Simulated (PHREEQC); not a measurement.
Make-up at 45 °C: 0.14 mol H3PO4, 4.1e-05 mol Na2B4O7 and 0.0063 mol NaCl per kg of water. Closed to the air; pH follows from the charge balance.

All values are PHREEQC results (ion-association model, wateq4f.dat), not measurements.

Each row changes one thing in this solution. No solid was allowed to form.

| case | pH | ionic strength (mol/kgw) | SI of Halite (NaCl) |
|---|---|---|---|
| as made | 1.60 | 0.0352 | -6.18 |
| 0.02 mol/kgw HCl added | 1.45 | 0.0483 | -5.58 |
| Na2B4O7 from 4.1e-05 to 8.2e-06 mol/kgw | 1.60 | 0.0352 | -6.18 |
| H3PO4 left out | 8.77 | 0.00638 | -6.10 |
| 0.0021 mol/kgw KCl added | 1.60 | 0.0374 | -6.06 |
| diluted 2-fold with water | 1.77 | 0.0222 | -6.75 |

Species that the database lacks are ignored. H3PO4, which wateq4f.dat lacks, is added to it with the constant of phreeqc.dat. At this temperature some constants are extrapolated from 25 °C, and those without enthalpy data are left unchanged.
